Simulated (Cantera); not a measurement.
Input: 1 mol C, 0.4 mol H2O, held at 1423.15 K and 22.0 mbar.

Equilibrium computed with Cantera from the NASA thermochemical tables; the gas is ideal and each condensed phase is pure. Candidate condensed phases: C, C6H6, C7H8, C8H18, H2O; 110 gas species. Equilibrium is a limit: real reactors are often held back by kinetics, nucleation or transport.

Base state: CO 0.500, H2 0.500, H 3.17e-5, CH4 2.09e-5, H2O 1.70e-5 (mole fractions); condensed: C(graphite).

What changes in the equilibrium state with this change: C replaced by n-butane?


```tsv
species	before	after
H2	0.500	0.931
CO	0.500	0.0690
CH4	2.09e-5	7.26e-5
H2O	1.70e-5	4.35e-6
H	3.17e-5	4.33e-5
C(graphite), mol	0.600	3.60
```
